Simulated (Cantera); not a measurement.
**Equilibrium for calcination and drying: CaCO3 + H2O + CO2**

A closed system holds: 1 mol CaCO3, 8.1 mol H2O, 1.1 mol CO2, at 570000 Pa.

Equilibrium computed with Cantera from the NASA thermochemical tables; the gas is ideal and each condensed phase is pure. Candidate condensed phases: C, C6H6, C7H8, C8H18, Ca, CaCO3, CaO, Ca(OH)2, H2O; 115 gas species. Mutual solubility and eutectic melting of coexisting phases are not modelled. The numbers say what is thermodynamically allowed, not how fast it happens.

| T (K) | x H2O | x CO2 | x H2 | x O2 | x CO | x OH | x Ca(OH)2 | n CaCO3(calcite) | n CaO(s) |
|---|---|---|---|---|---|---|---|---|---|
| 550 | 0.880 | 0.120 | <1e-12 | <1e-12 | <1e-12 | <1e-12 | <1e-12 | 1.00 | 0 |
| 700 | 0.880 | 0.120 | 2.65e-11 | 1.34e-11 | <1e-12 | <1e-12 | <1e-12 | 1.00 | 0 |
| 850 | 0.880 | 0.120 | 3.81e-9 | 1.97e-9 | 1.69e-10 | 6.92e-11 | <1e-12 | 1.00 | 0 |
| 1000 | 0.880 | 0.120 | 1.25e-7 | 6.69e-8 | 1.18e-8 | 5.24e-9 | <1e-12 | 1.00 | 0 |
| 1150 | 0.863 | 0.137 | 1.61e-6 | 9.27e-7 | 3.05e-7 | 1.28e-7 | 7.49e-10 | 0.811 | 0.189 |
| 1300 | 0.794 | 0.206 | 1.06e-5 | 7.38e-6 | 4.86e-6 | 1.47e-6 | 1.68e-8 | 0 | 1.00 |
| 1450 | 0.794 | 0.206 | 5.08e-5 | 3.84e-5 | 3.13e-5 | 1.06e-5 | 2.09e-7 | 0 | 1.000 |
| 1600 | 0.794 | 0.206 | 0.000181 | 0.000148 | 0.000141 | 5.26e-5 | 1.61e-6 | 0 | 1.000 |
x: gas mole fraction; n: condensed amount in mol.

From 550 K to 1000 K the condensed part is CaCO3(calcite). At 1150 K the condensed part is CaCO3(calcite) + CaO(s). From 1300 K to 1600 K the condensed part is CaO(s).
